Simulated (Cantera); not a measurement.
Feed: 1 mol HMDSO, 2.3 mol O3, 32 mol H2, 1.9 mol O2, equilibrated at 802 °C and 100000 Pa.

These are equilibrium values from Cantera (NASA tables, ideal gas, pure condensed phases), not measurements of a reactor. The feed counts by its element totals alone. The numbers say what is thermodynamically allowed, not how fast it happens.

```
species               before     after
-------------------  -------  --------
H2                     0.830     0.915
CO                     0.115    0.0418
CH4                  0.00930    0.0378
H2O                   0.0402   0.00484
CO2                  0.00597  0.000238
SiO2(β-quartz), mol     2.00      2.00
C(graphite), mol           0      2.71
```
Gas species are given as mole fractions.

Problem. What was changed between the two runs?
A. HMDSO replaced by TEOS
B. temperature from 802 °C to 227 °C
C. pressure from 100000 Pa to 8.30 Pa
D. O3 from 2.3 to 0.38 mol

Solution. D, O3 from 2.3 to 0.38 mol
